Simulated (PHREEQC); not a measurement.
A solution holds 0.0016 mol/kgw HF, 0.016 mol/kgw (CH3)4NF and 0.29 mol/kgw HCl, at 20 °C. Closed to the air; pH follows from the charge balance.

Equilibrium calculation in PHREEQC: ion-association model, phreeqc.dat.

```yaml
pH: 0.67
ionic_strength: 0.290 mol/kgw
activity_of_water: 0.990
density: 1.005 g/cm³
total_alkalinity: -292 meq/kg
```

```tsv
species	molality	activity	log γ
Cl-	0.290	0.200	-0.161
H+	0.274	0.215	-0.105
HF	0.0175	0.0187	0.029
(CH3)4N+	0.0160	0.0111	-0.160
F-	9.34e-5	6.34e-5	-0.168
HF2-	5.92e-6	4.36e-6	-0.133
```

No solid was allowed to form. Complexes and solids missing from the database can't appear. (CH3)4N+ isn't in the database: it is added as a free cation with an ion size of 4 Å.
